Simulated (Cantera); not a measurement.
Charge: 1 mol MgF2, 2.4 mol O2, a varied amount of H2, equilibrated at 1550 °C and 1.90 mbar.

Method: chemical equilibrium by Gibbs-energy minimisation in Cantera with the NASA 1993 tables (ideal gas, pure condensed phases). Candidate condensed phases: H2O, Mg, MgF2, MgO, Mg(OH)2; 31 gas species. Rates play no part.

Which condensed phases are stable at each of these points (n(H2) (mol)): 0.19, 0.51, 1.3, 3.5, 9.2, 24, 64, 170, 440?


```tsv
n(H2) (mol)	condensed phases	Mg condensed (%)
0.19	MgO(s)	18.8
0.51	MgO(s)	49.4
1.3	MgO(s)	92.9
3.5	MgO(s)	98.8
9.2	MgO(s)	98.5
24	MgO(s)	92.6
64	MgO(s)	53.4
170	gas only	0.0
440	gas only	0.0
```

From 0.19 mol H2 to 64 mol H2 the condensed part is MgO(s). From 170 mol H2 to 440 mol H2 nothing is condensed.
